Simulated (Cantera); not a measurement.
Input (Python, Cantera):

```python
import numpy as np
import cantera as ct

gas = ct.Solution("gri30.yaml")
gas.TPX = 1525, 100000, {'H2': 1, 'O2': 0.333, 'N2': 1.25}
reactor = ct.IdealGasConstPressureReactor(gas, energy="on", clone=False)
net = ct.ReactorNet([reactor])
net.rtol, net.atol = 1e-08, 1e-16
show = ['H2', 'O2', 'O', 'NO', 'NO2', 'OH', 'HO2']
times = np.geomspace(1e-06, 0.5, 14)

steps = ct.SolutionArray(gas, extra=["t"])
rows = []
print(f"{'t/s':>10s}{'T/K':>9s}{'P/Pa':>11s}" + "".join(f"{s:>11s}" for s in show))
for t in times:
    while net.time < t:
        t_next = net.step()
        steps.append(gas.state, t=t_next)
    rows.append([np.interp(t, steps.t, y) for y in (steps.T, steps.P, *steps(*show).X.T)])
    print(f"{t:10.3e}{rows[-1][0]:9.1f}{rows[-1][1]:11.4g}" + "".join(f"{x:11.3e}" for x in rows[-1][2:]))
rate = np.gradient(steps.T, steps.t)
print("integrator steps:", len(steps.t))
if steps.T.max() > steps.T[0] + 200:
    print(f"time of steepest temperature rise: {steps.t[rate.argmax()]:.4e} s")
gas.TPX = 1525, 100000, {'H2': 1, 'O2': 0.333, 'N2': 1.25}
gas.equilibrate("HP")
print(f"equilibrium (HP): T = {gas.T:.1f} K  " + "  ".join(f"{s} {gas[s].X[0]:.3e}" for s in show))
```

Result:

```
       t/s      T/K       P/Pa         H2         O2          O         NO        NO2         OH        HO2
 1.000e-06   1525.0      1e+05  3.871e-01  1.289e-01  5.912e-08  1.887e-16  3.417e-22  5.225e-08  4.300e-07
 2.744e-06   1525.0      1e+05  3.871e-01  1.289e-01  6.061e-07  5.054e-15  5.974e-20  5.321e-07  1.264e-06
 7.529e-06   1526.0      1e+05  3.853e-01  1.282e-01  1.137e-04  2.686e-11  3.379e-15  1.011e-04  2.143e-05
 2.066e-05   2024.5      1e+05  1.218e-01  1.180e-02  1.631e-02  1.771e-05  6.118e-10  2.182e-02  5.941e-06
 5.669e-05   2484.6      1e+05  1.361e-01  6.593e-03  9.537e-03  8.492e-05  3.184e-09  2.584e-02  2.812e-06
 1.556e-04   2792.3      1e+05  1.419e-01  3.331e-03  4.711e-03  3.826e-04  2.359e-08  2.279e-02  2.122e-06
 4.269e-04   2866.5      1e+05  1.436e-01  2.516e-03  3.553e-03  1.315e-03  9.142e-08  2.078e-02  1.898e-06
 1.171e-03   2863.3      1e+05  1.446e-01  2.386e-03  3.403e-03  2.838e-03  1.933e-07  2.028e-02  1.809e-06
 3.214e-03   2861.6      1e+05  1.451e-01  2.337e-03  3.347e-03  3.469e-03  2.342e-07  2.009e-02  1.774e-06
 8.819e-03   2861.5      1e+05  1.451e-01  2.335e-03  3.345e-03  3.484e-03  2.351e-07  2.008e-02  1.773e-06
 2.420e-02   2861.5      1e+05  1.451e-01  2.335e-03  3.345e-03  3.484e-03  2.351e-07  2.008e-02  1.773e-06
 6.641e-02   2861.5      1e+05  1.451e-01  2.335e-03  3.345e-03  3.484e-03  2.351e-07  2.008e-02  1.773e-06
 1.822e-01   2861.5      1e+05  1.451e-01  2.335e-03  3.345e-03  3.484e-03  2.351e-07  2.008e-02  1.773e-06
 5.000e-01   2861.5      1e+05  1.451e-01  2.335e-03  3.345e-03  3.484e-03  2.351e-07  2.008e-02  1.773e-06
integrator steps: 1220
time of steepest temperature rise: 1.2449e-05 s
equilibrium (HP): T = 2861.5 K  H2 1.451e-01  O2 2.335e-03  O 3.345e-03  NO 3.484e-03  NO2 2.351e-07  OH 2.008e-02  HO2 1.773e-06
```

Detailed kinetics in Cantera: GRI-Mech 3.0 (53 species, 325 reactions).
